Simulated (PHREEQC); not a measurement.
Dissolve 0.07 mol/kgw HNO3, 0.0021 mol/kgw K2SO4 and 0.0024 mol/kgw KH2PO4 at 57 °C. Closed to the air; pH follows from the charge balance.

Equilibrium calculation in PHREEQC: ion-association model, phreeqc.dat.

No solid was allowed to form.

Order these S species by the share of S that they hold, largest first: HSO4-, KSO4-, SO4-2.

HSO4- (85 %), SO4-2 (15 %), KSO4- (0.43 %)

The pH is 1.26 and the ionic strength 0.0730 mol/kgw. Constants without temperature data keep their 25 °C values here.
